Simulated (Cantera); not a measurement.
Input: 1 mol Pb, 0.13 mol CO, 2.2 mol H2, 0.11 mol O2, held at 750 K and 0.105 Torr.

Cantera equilibrium calculation (NASA polynomials, part measured and part estimated; ideal gas, pure solids and liquids). Candidate condensed phases: C, C6H6, C7H8, C8H18, H2O, Pb, PbO, PbO2, Pb3O4; 113 gas species. Rates play no part.

Base state: H2 0.869, H2O 0.0751, CO 0.0365, CO2 0.0193, Pb 6.77e-5 (mole fractions); condensed: Pb(l).

Question: What changes in the equilibrium state with this change: temperature from 750 K to 1075 K?

Answer: 
| species | before | after |
|---|---|---|
| H2 | 0.869 | 0.599 |
| Pb | 6.77e-5 | 0.300 |
| H2O | 0.0751 | 0.0621 |
| CO2 | 0.0193 | 0.00392 |
| CO | 0.0365 | 0.0351 |
| Pb(l), mol | 1.000 | 0 |

Question: What changes in the equilibrium state with this change: temperature from 750 K to 1123 K?

Answer: 
```csv
species,before,after
H2,0.869,0.598
Pb,6.77e-5,0.300
H2O,0.0751,0.0627
CO2,0.0193,0.00341
CO,0.0365,0.0356
"Pb(l), mol",1.000,0
```
